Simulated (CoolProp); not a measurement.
Vapour-liquid equilibrium of benzene (1) + o-xylene (2) at 297.1 K; x and y are mole fractions of (1).

The numbers come from the multi-fluid Helmholtz-energy mixture model, Thol 2012 and Zhou 2012; pair parameters Bell 2016 in CoolProp.

Question: Give the bubble pressure and the first vapour's composition at x = 0.65, 0.85, 0.95. Is there an azeotrope?

Answer: x = 0.65: 0.008901 MPa, y = 0.967; x = 0.85: 0.01066 MPa, y = 0.985; x = 0.95: 0.01158 MPa, y = 0.995. No azeotrope shows between x = 0.05 and 0.95.

The pair parameters rest on a limited set of measurements; away from them the model extrapolates. The gap from Raoult's law changes sign with composition, which may be real or a fault of the pair parameters; it wasn't checked against measurements.
